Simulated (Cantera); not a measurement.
Input: 1 mol PbO, 2.8 mol CO, 2.8 mol N₂, held at 0.180 bar.

Method: chemical equilibrium by Gibbs-energy minimisation in Cantera with the NASA 1993 tables (ideal gas, pure condensed phases). Candidate condensed phases: C, Pb, PbO, PbO₂, Pb₃O₄; 27 gas species. Equilibrium is a limit: real reactors are often held back by kinetics, nucleation or transport.

Q: Which condensed phases are stable at each of these points (T (K)): 725, 800, 875, 950, 1025, 1100, 1175, 1250, 1325, 1400, 1475, 1550?

A: 
```csv
T (K),condensed phases,Pb condensed (%)
725,C(graphite) + Pb(l),100.0
800,C(graphite) + Pb(l),100.0
875,C(graphite) + Pb(l),100.0
950,Pb(l),100.0
1025,Pb(l),99.9
1100,Pb(l),99.6
1175,Pb(l),98.6
1250,Pb(l),95.8
1325,Pb(l),88.6
1400,Pb(l),71.5
1475,Pb(l),33.0
1550,gas only,0.0
```

From 725 K to 875 K the condensed part is C(graphite) + Pb(l). From 950 K to 1475 K the condensed part is Pb(l). At 1550 K nothing is condensed.
